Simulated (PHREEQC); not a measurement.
Dissolve 86 mmol/kgw ZnSO4, 5.6 mmol/kgw NaOH and 160 mmol/kgw H2SO4 at 25 °C. Closed to the air; pH follows from the charge balance.

Model: ion-association model, phreeqc.dat, run in PHREEQC.

This is a speciation only: nothing precipitates in the calculation.

Problem. Order these S species by the share of S that they hold, largest first: Zn(SO4)2-2, HSO4-, ZnSO4, NaSO4-, SO4-2.

Solution. HSO4- (65 %), SO4-2 (17 %), ZnSO4 (11 %), Zn(SO4)2-2 (6.7 %), NaSO4- (0.11 %)

The pH is 0.92 and the ionic strength 0.365 mol/kgw. Complexes and solids missing from the database can't appear.
